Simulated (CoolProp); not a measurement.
Vapour-liquid equilibrium of n-hexane (1) + cyclohexane (2) at 95.25 °C; x and y are mole fractions of (1).

Model: multi-fluid Helmholtz-energy mixture model, Thol 2019 and Zhou 2014; pair parameters Bell 2016, in CoolProp.

```json
[
 {"x": "0.05", "bubble pressure (kPa)": "157.9", "y at the bubble point": "…", "dew pressure at overall composition x (kPa)": "156.5", "liquid density (mol/L)": "8.279"},
 {"x": "0.2", "bubble pressure (kPa)": "169.4", "y at the bubble point": "…", "dew pressure at overall composition x (kPa)": "165.3", "liquid density (mol/L)": "8.013"},
 {"x": "0.35", "bubble pressure (kPa)": "…", "y at the bubble point": "0.431", "dew pressure at overall composition x (kPa)": "174.6", "liquid density (mol/L)": "7.761"},
 {"x": "0.5", "bubble pressure (kPa)": "189.3", "y at the bubble point": "0.578", "dew pressure at overall composition x (kPa)": "184.2", "liquid density (mol/L)": "7.521"},
 {"x": "0.65", "bubble pressure (kPa)": "198.2", "y at the bubble point": "0.713", "dew pressure at overall composition x (kPa)": "194.0", "liquid density (mol/L)": "…"},
 {"x": "0.8", "bubble pressure (kPa)": "206.7", "y at the bubble point": "…", "dew pressure at overall composition x (kPa)": "204.0", "liquid density (mol/L)": "…"},
 {"x": "0.95", "bubble pressure (kPa)": "215.0", "y at the bubble point": "…", "dew pressure at overall composition x (kPa)": "214.2", "liquid density (mol/L)": "6.868"}
]
```

**Question.** Some entries are withheld; supply them.

**Answer.** 
- 0.05, y at the bubble point: 0.073
- 0.2, y at the bubble point: 0.266
- 0.35, bubble pressure (kPa): 179.8
- 0.65, liquid density (mol/L): 7.293
- 0.8, y at the bubble point: 0.840
- 0.8, liquid density (mol/L): 7.076
- 0.95, y at the bubble point: 0.961

No azeotrope shows between x = 0.05 and 0.95.

The pair parameters rest on a limited set of measurements; away from them the model extrapolates.
